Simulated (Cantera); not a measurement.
Input: 1 mol SiC, 4.2 mol H2O, 570 mol N2, 0.25 mol N2O, at 42.0 mbar.

Method: chemical equilibrium by Gibbs-energy minimisation in Cantera with the NASA 1993 tables (ideal gas, pure condensed phases). Candidate condensed phases: C, C6H6, C7H8, C8H18, H2O, Si, SiC, SiO2, Si2N2O, Si3N4; 151 gas species. The tables hold silica as quartz up to 1696 K and as liquid above; real silica turns to tridymite and cristobalite and melts near 1996 K. Equilibrium is a limit: real reactors are often held back by kinetics, nucleation or transport.

Which condensed phases are stable at each of these points (T (K)): 1073, 1173, 1273, 1373, 1473, 1573, 1673, 1773, 1873, 1973, 2073, 2173?


| T (K) | condensed phases | Si condensed (%) |
|---|---|---|
| 1073 | SiO2(β-quartz) | 100.0 |
| 1173 | SiO2(β-quartz) | 100.0 |
| 1273 | SiO2(β-quartz) | 100.0 |
| 1373 | SiO2(β-quartz) | 100.0 |
| 1473 | SiO2(β-quartz) | 100.0 |
| 1573 | SiO2(β-quartz) | 100.0 |
| 1673 | SiO2(β-quartz) | 99.6 |
| 1773 | SiO2(condensed) | 96.4 |
| 1873 | SiO2(condensed) | 79.7 |
| 1973 | SiO2(condensed) | 29.5 |
| 2073 | gas only | 0.0 |
| 2173 | gas only | 0.0 |

From 1073 K to 1673 K the condensed part is SiO2(β-quartz). From 1773 K to 1973 K the condensed part is SiO2(condensed). From 2073 K to 2173 K nothing is condensed.
